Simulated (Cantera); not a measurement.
A freely propagating, adiabatic, planar premixed flame of H₂ : O₂ : N₂ = 1 : 0.658 : 2.04 (molar parts), unburnt at 523 K and 1.00 bar; mixture-averaged transport, grid criteria slope 0.08 and curve 0.16, no radiation.

Cantera simulation using the H2/O2 subset of GRI-Mech 3.0, which has no nitrogen chemistry; the numbers are that mechanism's predictions, not measurements. Burning velocities carry a grid error of a few per cent, more on coarse grids.

x: mole fraction of selected species; z is measured from the peak of heat release.

| z (mm) | T (K) | u (m/s) | x H₂ | x O₂ | x H | x HO₂ | x H₂O₂ | x H₂O |
|---|---|---|---|---|---|---|---|---|
| -1.20 | 523 | 5.43 | 0.270 | 0.178 | <1e-8 | <1e-8 | <1e-8 | <1e-8 |
| -0.803 | 523 | 5.43 | 0.270 | 0.178 | <1e-8 | <1e-8 | <1e-8 | <1e-8 |
| -0.602 | 523 | 5.43 | 0.270 | 0.178 | <1e-8 | <1e-8 | <1e-8 | <1e-8 |
| -0.402 | 523 | 5.43 | 0.270 | 0.178 | <1e-8 | 1.66e-7 | <1e-8 | 2.09e-7 |
| -0.201 | 537 | 5.53 | 0.265 | 0.179 | 4.26e-5 | 0.000201 | 4.80e-6 | 0.000489 |
| -0.100 | 758 | 7.59 | 0.228 | 0.176 | 0.00390 | 0.000282 | 3.26e-5 | 0.0195 |
| 0 | 1211 | 11.7 | 0.130 | 0.139 | 0.0267 | 0.000122 | 9.06e-6 | 0.105 |
| 0.100 | 1540 | 14.7 | 0.0508 | 0.0825 | 0.0418 | 6.10e-5 | 4.02e-6 | 0.200 |
| 0.201 | 1707 | 16.2 | 0.0321 | 0.0645 | 0.0378 | 3.99e-5 | 2.14e-6 | 0.229 |
| 0.402 | 1878 | 17.6 | 0.0273 | 0.0584 | 0.0271 | 2.72e-5 | 1.08e-6 | 0.244 |
| 0.803 | 2046 | 19.0 | 0.0227 | 0.0547 | 0.0167 | 1.76e-5 | 6.15e-7 | 0.257 |
| 1.61 | 2194 | 20.1 | … | 0.0518 | … | … | … | 0.272 |
| 3.21 | 2310 | 21.0 | … | 0.0500 | … | … | … | 0.284 |

Task: What belongs in the gaps?

Result: 
- 1.61, x H₂: 0.0168
- 1.61, x H: 0.00895
- 1.61, x HO₂: 1.09e-5
- 1.61, x H₂O₂: 4.12e-7
- 3.21, x H₂: 0.0108
- 3.21, x H: 0.00406
- 3.21, x HO₂: 7.34e-6
- 3.21, x H₂O₂: 3.31e-7
